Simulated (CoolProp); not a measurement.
Saturated liquid density (kg/m³) of isohexane: the reference equation beside estimates from Tc = 497.7 K, pc = 3.043 MPa, ω = 0.280. Rackett uses Z = 0.29056 − 0.08775 ω.

Model: reference Helmholtz-energy equation of state, Lemmon 2006, in CoolProp. It is a short technical equation, of lower accuracy than the large ones.

```tsv
T (K)	reference	Rackett	Peng-Robinson
278.1	666.7	679.4	688.3
296.8	649.8	661.8	672.6
315.4	632.4	643.5	655.4
334	614.4	624.4	636.5
352.7	595.5	604.3	615.3
371.3	575.5	583.0	591.7
390	553.9	560.1	565.0
408.6	530.5	535.4	534.7
427.2	504.2	508.1	499.6
445.9	473.5	476.7	457.7
```

Absolute difference from the reference over all 10 rows, mean and median: Rackett 1.3 and 1.4 %, Peng-Robinson 2.7 and 3.3 %.
